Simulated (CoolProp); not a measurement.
Vapour-liquid equilibrium of carbon dioxide (1) + carbonyl sulfide (2) at 645 kPa; x and y are mole fractions of (1).

The numbers come from the multi-fluid Helmholtz-energy mixture model, Span 1996 and Lemmon 2006; pair parameters Bell 2016 in CoolProp.

```
x      bubble temperature (K)  y at the bubble point  dew temperature at overall composition x (K)  liquid density (mol/L)
-----  ----------------------  ---------------------  --------------------------------------------  ----------------------
0.05                    262.4                  0.291                                         271.2                       …
0.125                   251.5                  0.531                                         268.6                   18.99
0.2                     244.4                  0.658                                         265.9                   19.63
0.275                   239.5                  0.733                                         263.0                       …
0.35                    236.0                  0.783                                         259.9                   20.75
0.425                   233.3                  0.819                                         256.6                   21.29
0.5                     231.2                  0.847                                         253.1                   21.84
0.575                   229.4                      …                                         249.2                   22.40
0.65                    227.8                      …                                         244.9                   22.99
0.725                   226.4                  0.913                                         240.1                   23.62
0.8                     225.1                  0.934                                         234.7                   24.29
0.875                   223.8                  0.956                                         229.1                   25.01
0.95                    222.6                  0.981                                         224.2                   25.79
```

Question: Some entries are withheld; supply them.

Answer: 
- 0.05, liquid density (mol/L): 18.24
- 0.275, liquid density (mol/L): 20.20
- 0.575, y at the bubble point: 0.871
- 0.65, y at the bubble point: 0.892

No azeotrope shows between x = 0.05 and 0.95.

The pair parameters rest on a limited set of measurements; away from them the model extrapolates.
